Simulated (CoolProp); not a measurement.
The numbers come from the reference Helmholtz-energy equation of state, Lemmon 2006 in CoolProp. It is a short technical equation, of lower accuracy than the large ones.

Question: For C3F8 (R218), give the phase and the speed of sound (m/s), isothermal compressibility (1/MPa), conductivity (mW/(m K)), fugacity coefficient at 399 K and 0.697 MPa.

Answer: 
- 399 K and 0.697 MPa: gas; speed of sound 130, isothermal compressibility 1.52, conductivity 21.4, fugacity coefficient 0.949

Thermal conductivity comes from a separate model (Huber 2003), an estimate that may be off by 10 % or more.
